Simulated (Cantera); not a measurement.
A closed system holds: 1 mol trisilylamine, 2.6 mol N2, 0.14 mol H2, held at 2148 K and 7.50 Torr.

Equilibrium computed with Cantera from the NASA thermochemical tables; the gas is ideal and each condensed phase is pure. The feed counts by its element totals alone. The tables' values for SiN are old estimates; treat these amounts as uncertain. Gases not in the tables: Si2H6 and higher silanes. The numbers say what is thermodynamically allowed, not how fast it happens.

```csv
species,before,after
H2,0.560,0.584
N2,0.385,0.395
H,0.0312,0.0147
Si,0.0220,0.00582
Si2,0.000317,6.40e-5
Si3,6.34e-5,1.36e-5
SiN,0.000256,8.98e-5
SiH,0.000808,0.000285
Si2N,0.000295,0.000115
SiH2,0.000130,7.13e-5
"Si(l), mol",2.80,2.95
```
Gas species are given as mole fractions.

Name the change that produced these shifts.
A) temperature from 2148 K to 823.15 K
B) temperature from 2148 K to 923 K
C) temperature from 2148 K to 1025 K
D) temperature from 2148 K to 2025 K

D, temperature from 2148 K to 2025 K
